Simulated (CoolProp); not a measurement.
Properties of n-undecane along the isobar 2.8 MPa (Tc = 365.7 °C, pc = 1.990 MPa, ω = 0.539).

Computed with CoolProp (reference Helmholtz-energy equation of state, Aleksandrov 2011). It is a short technical equation, of lower accuracy than the large ones.

```
T (°C)   phase  density (kg/m³)  cp (kJ/(kg K))  cv (kJ/(kg K))  isothermal compressibility (1/MPa)
------  ------  ---------------  --------------  --------------  ----------------------------------
252.55  liquid            553.6           3.100           2.665                            0.007211
261.15  liquid            544.8           3.137           2.694                            0.008067
269.75  liquid            535.7           3.175           2.724                            0.009081
278.25  liquid            526.4           3.213           2.752                             0.01028
286.85  liquid            516.5           3.254           2.781                             0.01175
295.45  liquid            506.2           3.296           2.809                             0.01356
303.95  liquid            495.5           3.340           2.837                             0.01580
312.55  liquid            484.1           3.388           2.865                             0.01870
321.15  liquid            471.8           3.440           2.893                             0.02250
329.75  liquid            458.6           3.500           2.921                             0.02766
338.25  liquid            444.4           3.568           2.950                             0.03484
346.85  liquid            428.4           3.652           2.979                             0.04568
```
